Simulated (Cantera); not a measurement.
## Equilibrium for hydrogen reduction and annealing atmospheres: FeS₂ + H₂

Feed: 1 mol FeS₂, 130 mol H₂, at 1525 K.

Method: chemical equilibrium by Gibbs-energy minimisation in Cantera with the NASA 1993 tables (ideal gas, pure condensed phases). Candidate condensed phases: Fe, FeS, FeS₂, S; 8 gas species. Metal and sulfide melt together well below either melting point, which pure phases cannot show. Mutual solubility and eutectic melting of coexisting phases are not modelled. FeS: taken at fixed stoichiometry. Rates play no part.

```tsv
P (Pa)	x H₂	x H₂S	x S₂	x Fe	x H	n Fe(γ)	n FeS(l)
10	0.985	0.00237	0.00556	0.00253	0.00235	0.668	0
100	0.988	0.00629	0.00390	0.000253	0.000743	0.967	0
1000	0.986	0.0119	0.00140	2.53e-5	0.000235	0.997	0
10000	0.985	0.0147	0.000214	2.53e-6	7.42e-5	1.000	0
100000	0.985	0.0153	2.31e-5	2.53e-7	2.35e-5	1.000	0
1000000	0.985	0.0153	2.31e-6	2.53e-8	7.42e-6	0.990	0.0103
```
x: gas mole fraction; n: condensed amount in mol.

From 10.0 Pa to 1.00 bar the condensed part is Fe(γ). At 10.0 bar the condensed part is Fe(γ) + FeS(l). The main Fe-bearing gas is Fe throughout.
